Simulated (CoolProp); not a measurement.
Vapour-liquid equilibrium of R125 (1) + propane (2) at 258.9 K; x and y are mole fractions of (1).

Computed with CoolProp (multi-fluid Helmholtz-energy mixture model, Lemmon 2005 and Lemmon 2009; pair parameters Bell 2016).

Question: Give the bubble pressure and the first vapour's composition at x = 0.15, 0.45, 0.65. Is there an azeotrope?

Answer: x = 0.15: 0.4452 MPa, y = 0.386; x = 0.45: 0.5206 MPa, y = 0.554; x = 0.65: 0.5261 MPa, y = 0.622. y crosses x between x = 0.55 and 0.65: the model has an azeotrope there.

The pair parameters rest on a limited set of measurements; away from them the model extrapolates.
